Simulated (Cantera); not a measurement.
# Thermodynamics of carbon deposition, reforming and gasification, feed C₃H₆ + H₂O + N₂

Charge: 1 mol C₃H₆, 0.069 mol H₂O, 5.2 mol N₂, at 2600 K.

Equilibrium computed with Cantera from the NASA thermochemical tables; the gas is ideal and each condensed phase is pure. Candidate condensed phases: C, C₆H₆, C₇H₈, C₈H₁₈, H₂O; 136 gas species. The ideal-gas law is rough above about 30 bar. The numbers say what is thermodynamically allowed, not how fast it happens.

From 0.0750 Torr to 75000 Torr the condensed part is C(graphite). The main C-bearing gas is C₃ at 0.0750 Torr and HCN at 75000 Torr. The share of C in condensed phases is highest at 1.65 Torr (84.5 %) and lowest at 0.0750 Torr (57.8 %).

```
P (Pa)     x N₂      x H    x H₂    x HCN      x C₃      x CN  n C(graphite)
--------  -----  -------  ------  -------  --------  --------  -------------
10        0.436    0.487  0.0161  0.00754    0.0221    0.0151           1.73
46        0.470    0.433  0.0585   0.0149   0.00481   0.00732           2.45
220       0.510    0.307   0.141   0.0241   0.00101   0.00349           2.54
1000      0.548    0.181   0.222   0.0314  0.000221   0.00169           2.51
4600      0.573   0.0944   0.278   0.0360   4.81e-5  0.000808           2.48
22000     0.587   0.0456   0.310   0.0384   1.01e-5  0.000374           2.47
100000    0.594   0.0219   0.325   0.0396   2.21e-6  0.000177           2.46
460000    0.598   0.0103   0.333   0.0402   4.81e-7   8.25e-5           2.46
2200000   0.599  0.00474   0.336   0.0404   1.01e-7   3.78e-5           2.45
10000000  0.601  0.00222   0.335   0.0404   2.21e-8   1.78e-5           2.44
```
x: gas mole fraction; n: condensed amount in mol.
